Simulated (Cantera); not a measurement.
A closed system holds: 1 mol SiH2Cl2, 1 mol Cl2, 15 mol H2, equilibrated at 1173.15 K and 13.3 mbar.

Method: chemical equilibrium by Gibbs-energy minimisation in Cantera with the NASA 1993 tables (ideal gas, pure condensed phases). Candidate condensed phases: Si; 19 gas species. The tables' values for SiCl3 are old estimates; treat these amounts as uncertain. The numbers say what is thermodynamically allowed, not how fast it happens.

**Question.** What is the equilibrium state?

**Answer.** 
| Item | Value |
|---|---|
| x(H2) | 0.873 |
| x(HCl) | 0.0784 |
| x(SiCl4) | 0.0210 |
| x(SiCl2) | 0.0160 |
| x(SiCl3) | 0.00585 |
| x(SiHCl3) | 0.00546 |
| x(SiH2Cl2) | 0.000182 |
| x(SiH3Cl) | 1.64e-6 |
| n(Si(s)) | 0.152 mol |
| gas amount | 17.48 mol |
